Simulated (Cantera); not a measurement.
A closed system holds: 1 mol CH₃F, 1.7 mol HCl, at 352 °C and 0.750 bar.

Equilibrium computed with Cantera from the NASA thermochemical tables; the gas is ideal and each condensed phase is pure. Candidate condensed phases: C, C₆H₆, C₇H₈, C₈H₁₈; 118 gas species. Kinetics and transport are ignored.

Base state: HCl 0.516, HF 0.303, CH₄ 0.123, H₂ 0.0581, H₂F₂ 2.30e-5 (mole fractions); condensed: C(graphite).

### Question
What changes in the equilibrium state with this change: temperature from 352 °C to 1252 °C?

### Answer
| species | before | after |
|---|---|---|
| HCl | 0.516 | 0.459 |
| HF | 0.303 | 0.270 |
| H₂ | 0.0581 | 0.270 |
| CH₄ | 0.123 | 0.000125 |
| Cl | <1e-9 | 1.94e-5 |
| H | <1e-9 | 1.42e-5 |
| H₂F₂ | 2.30e-5 | 6.79e-7 |
| C(graphite), mol | 0.596 | 1.000 |

### Question
What changes in the equilibrium state with this change: temperature from 352 °C to 1200 °C?

### Answer
```tsv
species	before	after
HCl	0.516	0.460
HF	0.303	0.270
H₂	0.0581	0.270
CH₄	0.123	0.000161
Cl	<1e-9	1.05e-5
H₂F₂	2.30e-5	7.31e-7
C(graphite), mol	0.596	0.999
```

### Question
What changes in the equilibrium state with this change: pressure from 0.750 bar to 2.00 Pa?

### Answer
```
species            before    after
----------------  -------  -------
HCl                 0.516    0.459
HF                  0.303    0.270
H₂                 0.0581    0.270
CH₄                 0.123  7.06e-5
H₂F₂              2.30e-5    <1e-9
C(graphite), mol    0.596    1.000
```
